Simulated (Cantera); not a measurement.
Feed: 1 mol Fe₂O₃, 0.56 mol CH₄, 8 mol N₂, held at 1573 K and 1 atm.

Method: chemical equilibrium by Gibbs-energy minimisation in Cantera with the NASA 1993 tables (ideal gas, pure condensed phases). Candidate condensed phases: C, C₆H₆, C₇H₈, C₈H₁₈, Fe, Fe(CO)₅, FeO, Fe(OH)₂, Fe(OH)₃, Fe₂O₃, Fe₃O₄, H₂O; 140 gas species. The tables' stoichiometric FeO is somewhat more stable than real wüstite, so its field is too wide. FeO: taken at fixed stoichiometry. The numbers say what is thermodynamically allowed, not how fast it happens.

Base state: N₂ 0.826, H₂ 0.0784, CO 0.0497, H₂O 0.0373, CO₂ 0.00817, H 1.13e-5 (mole fractions); condensed: FeO(s).

Q: What changes in the equilibrium state with this change: CH₄ from 0.56 to 1.5 mol?

A: 
| species | before | after |
|---|---|---|
| N₂ | 0.826 | 0.640 |
| H₂ | 0.0784 | 0.166 |
| CO | 0.0497 | 0.104 |
| H₂O | 0.0373 | 0.0742 |
| CO₂ | 0.00817 | 0.0161 |
| H | 1.13e-5 | 1.64e-5 |
| FeO(s), mol | 2.00 | 0.371 |
| Fe(γ), mol | 0 | 1.63 |
Mutual solubility and eutectic melting of coexisting phases are not modelled.
